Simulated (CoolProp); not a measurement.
Vapour-liquid equilibrium of cyclohexane (1) + o-xylene (2) at 0.461 MPa; x and y are mole fractions of (1).

Model: multi-fluid Helmholtz-energy mixture model, Zhou 2014 and Zhou 2012; pair parameters Bell 2016, in CoolProp.

Task: Give the bubble temperature and the first vapour's composition at x = 0.05, 0.35, 0.85. Is there an azeotrope?

Result: x = 0.05: 478.0 K, y = 0.162; x = 0.35: 445.6 K, y = 0.679; x = 0.85: 419.8 K, y = 0.947. No azeotrope shows between x = 0.05 and 0.95.

Pair parameters are fitted to limited data, so mixtures are less certain than the pure fluids.
